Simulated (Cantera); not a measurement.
A closed system holds: 1 mol Si2H6, 2.2 mol O3, held at 6.40 Pa.

Method: chemical equilibrium by Gibbs-energy minimisation in Cantera with the NASA 1993 tables (ideal gas, pure condensed phases). Candidate condensed phases: H2O, Si, SiO2; 18 gas species. The feed counts by its element totals alone. The tables hold silica as quartz up to 1696 K and as liquid above; real silica turns to tridymite and cristobalite and melts near 1996 K. Equilibrium is a limit: real reactors are often held back by kinetics, nucleation or transport.

**Question.** At 1575 K, list the 6 most abundant gas species with their mole fractions, and the condensed phases.

**Answer.** H2O 0.865, H2 0.132, H 0.00189, OH 0.000449, SiO 3.23e-5, O2 1.61e-5. Condensed: SiO2(β-quartz).
